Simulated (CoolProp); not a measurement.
The fluid at 298.15 K and 0.0258 MPa (gas) is heated at constant pressure to 371.5 K. The same conditions are run with several fluids, on thermodynamics alone (safety and materials aside).

The numbers come from the reference Helmholtz-energy equation of state of each fluid (n-perfluoropentane: Gao 2022; methane: Setzmann 1991; propane: Lemmon 2009; neopentane: Lemmon 2006; propylene: Lemmon 2013) in CoolProp.

```
fluid               heat (kJ/kg)  final density (kg/m³)
------------------  ------------  ---------------------
n-perfluoropentane           ___                   2.42
methane                      ___                    ___
propane                      ___                    ___
neopentane                   ___                  0.605
propylene                    ___                    ___
```

Question: Complete the blanks.

Answer: 
- n-perfluoropentane, heat (kJ/kg): 63.3
- methane, heat (kJ/kg): 171
- methane, final density (kg/m³): 0.134
- propane, heat (kJ/kg): 134
- propane, final density (kg/m³): 0.369
- neopentane, heat (kJ/kg): 137
- propylene, heat (kJ/kg): 123
- propylene, final density (kg/m³): 0.352
